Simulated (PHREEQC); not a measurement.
A solution holds 0.0016 mol/kgw HF, 4.3e-05 mol/kgw H2SiF6, 0.0032 mol/kgw H3BO3 and 0.0019 mol/kgw H2SO4, at 20 °C. Closed to the air; pH follows from the charge balance.

Model: ion-association model, phreeqc.dat, run in PHREEQC.

```json
[
 {"quantity": "pH", "before": "2.45", "after": "1.62"},
 {"quantity": "ionic strength (mol/kgw)", "before": "0.00534", "after": "0.0359"},
 {"quantity": "SO4-2 (mol/kgw)", "before": "0.00152", "after": "0.00840"},
 {"quantity": "HF (mol/kgw)", "before": "0.00112", "after": "0.00154"},
 {"quantity": "HSO4- (mol/kgw)", "before": "0.000377", "after": "0.0106"},
 {"quantity": "F- (mol/kgw)", "before": "0.000249", "after": "5.67e-5"}
]
```

### Question
What was changed between the two runs?
(A) H2SiF6 left out
(B) H2SiF6 replaced by H4SiO4 at the same molality
(C) H3BO3 from 0.0032 to 0.00032 mol/kgw
(D) H3BO3 left out
(E) H2SO4 from 0.0019 to 0.019 mol/kgw

### Answer
E, H2SO4 from 0.0019 to 0.019 mol/kgw

Precipitation was switched off in this run. SiF6-2 is the database's only silicon fluoride. Real BF4- forms and hydrolyses slowly; the run takes it at equilibrium.
